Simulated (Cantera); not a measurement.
## Equilibrium for silicon nitride deposition: SiCl₄ + NH₃ + H₂

A closed system holds: 1 mol SiCl₄, 1.4 mol NH₃, 1.1 mol H₂, held at 950 °C.

Cantera equilibrium calculation (NASA polynomials, part measured and part estimated; ideal gas, pure solids and liquids). Candidate condensed phases: NH₄Cl, Si, Si₃N₄; 28 gas species. The tables' values for SiCl₃ are old estimates; treat these amounts as uncertain. Kinetics and transport are ignored.

| P (Pa) | x HCl | x H₂ | x SiCl₄ | x SiCl₂ | x N₂ | x SiCl₃ | x SiHCl₃ | x Cl | n Si₃N₄(s) |
|---|---|---|---|---|---|---|---|---|---|
| 5 | 0.463 | 0.345 | 0.0113 | 0.0890 | 0.0805 | 0.0112 | 0.000259 | 2.89e-5 | 0.127 |
| 15 | 0.495 | 0.345 | 0.0239 | 0.0550 | 0.0676 | 0.0128 | 0.000513 | 1.78e-5 | 0.167 |
| 45 | 0.506 | 0.353 | 0.0388 | 0.0292 | 0.0601 | 0.0119 | 0.000835 | 1.04e-5 | 0.191 |
| 140 | 0.501 | 0.365 | 0.0525 | 0.0134 | 0.0574 | 0.00939 | 0.00118 | 5.75e-6 | 0.201 |
| 410 | 0.488 | 0.377 | 0.0629 | 0.00597 | 0.0580 | 0.00686 | 0.00150 | 3.22e-6 | 0.201 |
| 1200 | 0.471 | 0.389 | 0.0713 | 0.00256 | 0.0602 | 0.00479 | 0.00182 | 1.79e-6 | 0.196 |
| 3700 | 0.450 | 0.401 | 0.0789 | 0.00104 | 0.0634 | 0.00320 | 0.00217 | 9.57e-7 | 0.188 |
| 11000 | 0.430 | 0.413 | 0.0855 | 0.000427 | 0.0669 | 0.00214 | 0.00254 | 5.22e-7 | 0.180 |
| 33000 | 0.408 | 0.425 | 0.0916 | 0.000174 | 0.0707 | 0.00141 | 0.00294 | 2.82e-7 | 0.171 |
| 100000 | 0.387 | 0.437 | 0.0975 | 7.00e-5 | 0.0745 | 0.000925 | 0.00340 | 1.52e-7 | 0.161 |
x: gas mole fraction; n: condensed amount in mol.

From 0.0375 Torr to 750 Torr the condensed part is Si₃N₄(s). The main Si-bearing gas is SiCl₂ at 0.0375 Torr and SiCl₄ at 750 Torr. The share of Si in condensed phases is highest at 1.05 Torr (60.3 %) and lowest at 0.0375 Torr (38.0 %).
